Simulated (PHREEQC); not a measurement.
A PHREEQC input (ion-association model, phreeqc.dat):

```
SOLUTION 1
  temp 15
  units mg/L
  pH 6.31
  pe 10.3
  Na 0.011
  K 1.28e-06
  Ca 0.0575
  Mg 0.000272
  Cl 0.0905 charge
  Li 0.1 charge
  S(6) 0.0286 as SO4
  Alkalinity 0.00953 as HCO3
  Ba 0.00864
END
USE solution 1
EQUILIBRIUM_PHASES 1
  Gypsum 0 0
  CO2(g) -2.5 10
END
```

It stops with these messages:

```
ERROR: Charge balance specified for more than one species.
ERROR: Program terminating due to input errors.
```

The fault: two constituents marked charge. The line should read `Cl 0.0905` where the input has `Cl 0.0905 charge / Li 0.1 charge`. With the mend the run ends at pH 5.13 and ionic strength 1.26e-5 mol/kgw.
